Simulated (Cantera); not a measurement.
## Thermodynamics of silicon epitaxy and polysilicon growth, feed SiH2Cl2 + Cl2 + N2

Feed: 1 mol SiH2Cl2, 0.17 mol Cl2, 7 mol N2, held at 460 Pa.

Equilibrium computed with Cantera from the NASA thermochemical tables; the gas is ideal and each condensed phase is pure. Candidate condensed phases: NH4Cl, Si, Si3N4; 28 gas species. N2 is the only nitrogen source here; it is nearly inert below about 1500 K, so the nitride shown seldom forms there in practice. The tables' values for SiCl3, SiCl are old estimates; treat these amounts as uncertain. Kinetics and transport are ignored.

| T (K) | x N2 | x HCl | x SiCl2 | x H2 | x SiCl4 | n Si3N4(s) |
|---|---|---|---|---|---|---|
| 873 | 0.774 | 0.152 | 2.43e-8 | 0.0428 | 0.0315 | 0.245 |
| 948 | 0.772 | 0.158 | 5.17e-7 | 0.0395 | 0.0298 | 0.249 |
| 1023 | 0.771 | 0.163 | 6.98e-6 | 0.0369 | 0.0285 | 0.253 |
| 1098 | 0.770 | 0.168 | 6.53e-5 | 0.0348 | 0.0272 | 0.256 |
| 1173 | 0.769 | 0.171 | 0.000452 | 0.0332 | 0.0256 | 0.257 |
| 1248 | 0.768 | 0.172 | 0.00239 | 0.0323 | 0.0229 | 0.254 |
| 1323 | 0.766 | 0.169 | 0.00958 | 0.0329 | 0.0174 | 0.241 |
| 1398 | 0.762 | 0.158 | 0.0268 | 0.0368 | 0.00908 | 0.208 |
| 1473 | 0.759 | 0.136 | 0.0499 | 0.0458 | 0.00278 | 0.160 |
| 1548 | 0.759 | 0.108 | 0.0699 | 0.0580 | 0.000616 | 0.112 |
| 1623 | 0.760 | 0.0820 | 0.0850 | 0.0697 | 0.000127 | 0.0706 |
| 1698 | 0.761 | 0.0610 | 0.0961 | 0.0792 | 2.71e-5 | 0.0376 |
x: gas mole fraction; n: condensed amount in mol.

From 873 K to 1698 K the condensed part is Si3N4(s). The main Si-bearing gas is SiCl4 at 873 K and SiCl2 at 1698 K. The share of Si in condensed phases is highest at 1173 K (77.0 %) and lowest at 1698 K (11.3 %).
